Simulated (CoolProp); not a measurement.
Decamethylcyclopentasiloxane (D5) along the isotherm 346.85 °C: density (kg/m³) from the reference equation and from simpler models built on Tc = 345.1 °C, pc = 1.078 MPa, ω = 0.631; each cubic takes its own stable root.

Computed with CoolProp (reference Helmholtz-energy equation of state, Thol 2019).

```tsv
p (MPa)	phase	reference
0.225	gas	17.55
0.449	gas	38.69
0.674	gas	66.38
0.898	gas	108.7
1.12	supercritical	374.1
1.35	supercritical	463.9
1.57	supercritical	491.1
1.8	supercritical	509.7
2.02	supercritical	523.2
2.25	supercritical	534.6
2.47	supercritical	543.9
2.69	supercritical	551.9
```

Q: How far does each simpler model (ideal gas, Redlich-Kwong) lie from the reference over these 12 states: mean and median of the absolute difference, and the worst?

A: 
- ideal gas: mean 56.3 %, median 68.5 %, worst -79.1 % at 346.85 °C and 1.35 MPa
- Redlich-Kwong: mean 12.7 %, median 15.8 %, worst -22.0 % at 346.85 °C and 1.12 MPa
